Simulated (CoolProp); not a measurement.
Values from CoolProp's reference Helmholtz-energy equation of state, Thol 2019.

Problem. For n-hexane, give the phase and the density (kg/m³), cv (kJ/(kg K)), isothermal compressibility (1/MPa), expansivity (1/kK) at 156.85 °C and 1.7 MPa; 229.75 °C and 1.7 MPa; 278.25 °C and 1.7 MPa.

Solution. 
- 156.85 °C and 1.7 MPa: liquid; density 515, cv 2.29, isothermal compressibility 0.00934, expansivity 2.78
- 229.75 °C and 1.7 MPa: gas; density 46.2, cv 2.54, isothermal compressibility 0.825, expansivity 5.07
- 278.25 °C and 1.7 MPa: gas; density 38.1, cv 2.67, isothermal compressibility 0.712, expansivity 3.28
